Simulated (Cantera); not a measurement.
Input (Python, Cantera) and output of one run.

```python
import numpy as np
import cantera as ct

gas_names = [...]  # 113 gases of nasa_gas.yaml made of C, Cu, H, O
cond_names = """
    C(gr) C6H6(L) C7H8(L) C8H18(L),n-octa Cu(cr) Cu(L) CuO(s) CuO2H2(s) Cu2O(s) Cu2O(L) H2O(s) H2O(L)
""".split()


# ... load() reads the species with a 1 bar reference pressure and builds the phases ...
atoms = {
    'CuO': {'Cu': 1, 'O': 1},
    'CO': {'C': 1, 'O': 1},
    'H2': {'H': 2},
}
top_T = {'C(gr)': 4500, 'CuO(s)': 1390}  # K; cautious upper limits of use, not melting points


# ... equilibrate(T, P, feed) seeds the gas with the atoms and calls Mixture.equilibrate('TP', solver="vcs", rtol=1e-11, max_steps=5000) ...
results = []
feed = {'CuO': 1, 'CO': 0.62, 'H2': 5.3}  # mol
P = 220  # Pa
for T in [800, 875, 950, 1025, 1100, 1175, 1250, 1325, 1400, 1475, 1550, 1625, 1700]:
    mix = equilibrate(T, P, feed)
    results.append((T, P, feed, dict(zip(mix.species_names, mix.species_moles))))
    x = sorted(zip(gas.X, gas.species_names), reverse=True)
    print(f"T = {T:g} K  P = {P:g} Pa  gas = {mix.phase_moles(0):.4g} mol")
    print("   x: " + "  ".join(f"{s} {v:.3e}" for v, s in x if v > 0.0001))
    print("   condensed (mol): " + ("  ".join(f"{mix.phase(i).name} {mix.phase_moles(i):.4g}"
          for i in range(1, mix.n_phases) if mix.phase_moles(i) > 1e-12) or "none"))
```

It prints:

```
T = 800 K  P = 220 Pa  gas = 5.92 mol
   x: H2 7.691e-01  H2O 1.261e-01  CO 6.188e-02  CO2 4.282e-02
   condensed (mol): Cu(cr) 1
T = 875 K  P = 220 Pa  gas = 5.92 mol
   x: H2 7.598e-01  H2O 1.354e-01  CO 7.123e-02  CO2 3.350e-02
   condensed (mol): Cu(cr) 1
T = 950 K  P = 220 Pa  gas = 5.92 mol
   x: H2 7.529e-01  H2O 1.424e-01  CO 7.822e-02  CO2 2.651e-02
   condensed (mol): Cu(cr) 1
T = 1025 K  P = 220 Pa  gas = 5.92 mol
   x: H2 7.477e-01  H2O 1.476e-01  CO 8.339e-02  CO2 2.134e-02
   condensed (mol): Cu(cr) 1
T = 1100 K  P = 220 Pa  gas = 5.92 mol
   x: H2 7.439e-01  H2O 1.514e-01  CO 8.722e-02  CO2 1.751e-02
   condensed (mol): Cu(cr) 1
T = 1175 K  P = 220 Pa  gas = 5.92 mol
   x: H2 7.410e-01  H2O 1.543e-01  CO 9.008e-02  CO2 1.465e-02
   condensed (mol): Cu(cr) 1
T = 1250 K  P = 220 Pa  gas = 5.92 mol
   x: H2 7.388e-01  H2O 1.564e-01  CO 9.225e-02  CO2 1.248e-02
   condensed (mol): Cu(cr) 0.9999
T = 1325 K  P = 220 Pa  gas = 5.921 mol
   x: H2 7.370e-01  H2O 1.581e-01  CO 9.391e-02  CO2 1.081e-02  Cu 1.277e-04
   condensed (mol): Cu(cr) 0.9992
T = 1400 K  P = 220 Pa  gas = 5.924 mol
   x: H2 7.353e-01  H2O 1.593e-01  CO 9.516e-02  CO2 9.497e-03  Cu 6.131e-04
   condensed (mol): Cu(L) 0.9964
T = 1475 K  P = 220 Pa  gas = 5.935 mol
   x: H2 7.328e-01  H2O 1.600e-01  CO 9.602e-02  CO2 8.445e-03  Cu 2.436e-03  H 2.367e-04
   condensed (mol): Cu(L) 0.9855
T = 1550 K  P = 220 Pa  gas = 5.972 mol
   x: H2 7.273e-01  H2O 1.599e-01  CO 9.625e-02  Cu 8.437e-03  CO2 7.565e-03  H 5.726e-04
   condensed (mol): Cu(L) 0.9496
T = 1625 K  P = 220 Pa  gas = 6.082 mol
   x: H2 7.131e-01  H2O 1.576e-01  CO 9.517e-02  Cu 2.597e-02  CO2 6.767e-03  H 1.270e-03
   condensed (mol): Cu(L) 0.8418
T = 1700 K  P = 220 Pa  gas = 6.39 mol
   x: H2 6.775e-01  H2O 1.505e-01  CO 9.110e-02  Cu 7.220e-02  CO2 5.922e-03  H 2.586e-03
   condensed (mol): Cu(L) 0.5375
```

Method: chemical equilibrium by Gibbs-energy minimisation in Cantera with the NASA 1993 tables (ideal gas, pure condensed phases).
